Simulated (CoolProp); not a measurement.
A single-stage vapour-compression cycle with R365MFC: evaporating at 273.15 K (dew point), condensing at 337.15 K (bubble point), superheat 8 K, subcooling 2 K, compressor efficiency 0.65, no pressure losses. Each further row changes one setting.

Values from CoolProp's reference Helmholtz-energy equation of state, Lemmon 2016.

| case | cooling COP | pressure ratio | discharge temperature (K) | refrigerating effect (kJ/kg) | volumetric capacity (kJ/m³) |
|---|---|---|---|---|---|
| as stated | ? | 12.0 | 347.1 | 128 | 151 |
| evaporating temperature 278.15 K | 2.33 | ? | 346.2 | 132 | 197 |
| condensing temperature 332.15 K | 2.30 | 10.3 | 342.9 | 135 | 160 |
| subcooling 7 K | ? | 12.0 | 347.1 | 135 | 159 |
| superheat 18 K | 2.11 | 12.0 | 358.0 | 137 | 157 |
| compressor efficiency 0.55 | 1.73 | 12.0 | 357.2 | 128 | 151 |

Q: Some entries are withheld; supply them.

A: 
- as stated, cooling COP: 2.04
- evaporating temperature 278.15 K, pressure ratio: 9.44
- subcooling 7 K, cooling COP: 2.16
